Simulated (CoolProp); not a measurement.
The numbers come from the reference Helmholtz-energy equation of state, Thol 2012 in CoolProp.

Problem. For benzene, give the phase and the cp (kJ/(kg K)), cv (kJ/(kg K)), Joule-Thomson coefficient (K/MPa), viscosity (µPa s) at 577.4 K and 3.77 MPa; 577.4 K and 7.55 MPa; 577.4 K and 18.9 MPa.

Solution. 
- 577.4 K and 3.77 MPa: gas; cp 2.49, cv 1.98, Joule-Thomson coefficient 10.5, viscosity 15.5
- 577.4 K and 7.55 MPa: supercritical; cp 3.50, cv 2.02, Joule-Thomson coefficient 2.67, viscosity 52.8
- 577.4 K and 18.9 MPa: supercritical; cp 2.58, cv 1.98, Joule-Thomson coefficient 0.236, viscosity 83.6

Viscosity comes from a separate model (Avgeri 2014).
